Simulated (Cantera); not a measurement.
## Equilibrium for tantalum, niobium, vanadium and zirconium in process gases: V + N2 + H2

A closed system holds: 1 mol V, 8.3 mol N2, 190 mol H2, equilibrated at 0.950 Pa.

Cantera equilibrium calculation (NASA polynomials, part measured and part estimated; ideal gas, pure solids and liquids). Candidate condensed phases: V, VN; 11 gas species. VN: taken at fixed stoichiometry. Condensed phases not in the tables: V2N, N, O or C dissolved in the metal. Kinetics and transport are ignored.

From 1025 K to 1475 K the condensed part is VN(s). At 1625 K the condensed part is V(s). From 1775 K to 2375 K nothing is condensed.

```tsv
T (K)	x H2	x H	x N2	x V	x N	x NH	n VN(s)	n V(s)
1025	0.961	1.39e-6	0.0394	<1e-12	<1e-12	<1e-12	1.00	0
1175	0.961	3.90e-5	0.0394	1.14e-12	<1e-12	<1e-12	1.00	0
1325	0.960	0.000520	0.0394	5.00e-9	<1e-12	<1e-12	1.000	0
1475	0.957	0.00412	0.0394	3.90e-6	2.04e-12	<1e-12	0.999	0
1625	0.936	0.0221	0.0414	0.000216	7.68e-11	7.27e-12	0	0.957
1775	0.868	0.0875	0.0398	0.00480	1.51e-9	6.40e-11	0	0
1925	0.700	0.259	0.0362	0.00437	1.81e-8	3.61e-10	0	0
2075	0.412	0.555	0.0301	0.00363	1.44e-7	1.27e-9	0	0
2225	0.152	0.820	0.0246	0.00296	8.51e-7	2.81e-9	0	0
2375	0.0416	0.933	0.0222	0.00268	4.18e-6	4.73e-9	0	0
```
x: gas mole fraction; n: condensed amount in mol.
